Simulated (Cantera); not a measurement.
**Catalytic stagnation flow on Pt**

A jet of CH₄ : O₂ : N₂ = 0.025 : 0.18 : 0.79 (molar parts) at 300 K and 0.0520 bar hits a platinum plate 5.8 cm away at a mass flux of 0.068 kg/m²/s; the plate temperature is set and raised in steps from an oxygen-covered start.

Detailed kinetics in Cantera: Deutschmann's 1995 Pt surface mechanism with GRI-Mech 3.0 gas chemistry. Catalytic surfaces can have several steady states; this one follows from the mechanism file's or the stated starting coverage.

| plate T (K) | wall x CH₄ | wall x O₂ | wall x H₂O | wall x OH | wall x CO | wall x CO₂ | θ free Pt | θ O* |
|---|---|---|---|---|---|---|---|---|
| 900 | 0.0190 | 0.168 | 0.0114 | 2.84e-8 | 7.31e-6 | 0.00748 | 0.206 | 0.793 |
| 950 | 0.0157 | 0.161 | 0.0175 | 9.48e-8 | 8.36e-6 | 0.0115 | 0.274 | 0.726 |
| 1000 | 0.0127 | 0.154 | 0.0231 | 2.69e-7 | 9.14e-6 | 0.0152 | 0.343 | 0.656 |
| 1050 | 0.0103 | 0.149 | 0.0276 | 6.69e-7 | 9.82e-6 | 0.0182 | 0.413 | 0.586 |
| 1100 | 0.00836 | 0.145 | 0.0310 | 1.49e-6 | 1.06e-5 | 0.0205 | 0.481 | 0.518 |
| 1150 | 0.00695 | 0.142 | 0.0335 | 3.05e-6 | 1.15e-5 | 0.0221 | 0.546 | 0.454 |
x: mole fraction at the wall; θ: surface coverage.
